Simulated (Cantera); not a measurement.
## Equilibrium for silicon oxide and oxynitride deposition: HMDSO + O3

Feed: 1 mol HMDSO, 0.26 mol O3, equilibrated at 1373 K.

Method: chemical equilibrium by Gibbs-energy minimisation in Cantera with the NASA 1993 tables (ideal gas, pure condensed phases). Candidate condensed phases: C, C6H6, C7H8, C8H18, H2O, Si, SiC, SiO2; 123 gas species. The feed counts by its element totals alone. Mutual solubility and eutectic melting of coexisting phases are not modelled. The tables hold silica as quartz up to 1696 K and as liquid above; real silica turns to tridymite and cristobalite and melts near 1996 K. Equilibrium is a limit: real reactors are often held back by kinetics, nucleation or transport.

| P (Pa) | log p H2 | log p CO | log p CH4 | log p H | log p SiO | log p H2O | n C(graphite) | n SiC(s) | n SiO2(β-quartz) |
|---|---|---|---|---|---|---|---|---|---|
| 5 | -4.38 | -5.08 | -11.06 | -7.67 | -8.04 | -11.79 | 2.22 | 2.00 | 0 |
| 21 | -3.76 | -4.46 | -9.81 | -7.36 | -7.42 | -10.55 | 2.22 | 2.00 | 0 |
| 85 | -3.15 | -3.85 | -8.60 | -7.05 | -6.81 | -9.33 | 2.22 | 2.00 | 0 |
| 350 | -2.53 | -3.24 | -7.37 | -6.74 | -6.20 | -8.10 | 2.22 | 2.00 | 0 |
| 1400 | -1.93 | -2.64 | -6.16 | -6.44 | -5.60 | -6.90 | 2.22 | 2.00 | 0 |
| 5900 | -1.25 | -2.61 | -4.79 | -6.10 | -5.57 | -6.19 | 4.30 | 1.30 | 0.695 |
| 24000 | -0.62 | -2.61 | -3.55 | -5.79 | -5.57 | -5.57 | 4.74 | 1.16 | 0.844 |
| 100000 | 0.00 | -2.61 | -2.30 | -5.48 | -5.57 | -4.94 | 4.81 | 1.12 | 0.879 |
log p: log10 of the partial pressure in bar; n: condensed amount in mol.

From 0.0375 Torr to 10.5 Torr the condensed part is C(graphite) + SiC(s). From 44.3 Torr to 750 Torr the condensed part is C(graphite) + SiC(s) + SiO2(β-quartz). The main Si-bearing gas is SiO throughout.
